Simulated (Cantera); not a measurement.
Premixed flame

A freely propagating, adiabatic, planar premixed flame of CH4 : CO : O2 : N2 : CO2 = 1 : 0.26 : 2.84 : 10.5 : 0.28 (molar parts), unburnt at 350 K and 37000 Pa; mixture-averaged transport, grid criteria slope 0.08 and curve 0.16, no radiation.

Cantera simulation using GRI-Mech 3.0 (53 species, 325 reactions); the numbers are that mechanism's predictions, not measurements. Burning velocities carry a grid error of a few per cent, more on coarse grids.

| z (mm) | T (K) | u (m/s) | x CH4 | x CO | x O2 | x HO2 | x H | x N2O |
|---|---|---|---|---|---|---|---|---|
| -3.50 | 350 | 0.443 | 0.0672 | 0.0175 | 0.191 | <1e-8 | <1e-8 | <1e-8 |
| -2.33 | 351 | 0.444 | 0.0671 | 0.0175 | 0.191 | 1.85e-7 | <1e-8 | <1e-8 |
| -1.75 | 354 | 0.449 | 0.0668 | 0.0175 | 0.190 | 1.45e-6 | <1e-8 | <1e-8 |
| -1.17 | 393 | 0.499 | 0.0647 | 0.0180 | 0.188 | 1.76e-5 | 1.00e-8 | <1e-8 |
| -0.584 | 727 | 0.932 | 0.0477 | 0.0244 | 0.163 | 9.78e-5 | 6.07e-5 | <1e-8 |
| -0.292 | 1093 | 1.41 | 0.0274 | 0.0335 | 0.130 | 0.000104 | 0.000532 | 1.50e-8 |
| 0 | 1446 | 1.87 | 0.00684 | 0.0415 | 0.0913 | 0.000105 | 0.00217 | 3.47e-8 |
| 0.292 | 1589 | 2.05 | 0.000510 | 0.0355 | 0.0691 | 1.99e-5 | 0.00407 | 6.15e-8 |
| 0.584 | 1637 | 2.10 | 2.11e-5 | 0.0264 | 0.0615 | 8.41e-6 | 0.00482 | 7.94e-8 |
| 1.17 | 1696 | 2.16 | 3.63e-8 | 0.0170 | 0.0566 | 6.44e-6 | 0.00451 | 9.09e-8 |
| 2.33 | 1766 | 2.24 | <1e-8 | 0.0116 | 0.0536 | 4.78e-6 | 0.00308 | 1.02e-7 |
| 4.67 | 1836 | 2.32 | <1e-8 | 0.00821 | 0.0515 | 3.11e-6 | 0.00155 | 1.22e-7 |
| 9.34 | 1893 | 2.39 | <1e-8 | 0.00496 | 0.0498 | 1.80e-6 | 0.000602 | 1.49e-7 |
x: mole fraction of selected species; z is measured from the peak of heat release.

```
Item                         Result
------------------------  ---------
laminar burning velocity  44.2 cm/s
thermal thickness           1.17 mm
peak x(HO2)                0.000127
peak x(H)                   0.00487
grid points                     141
```
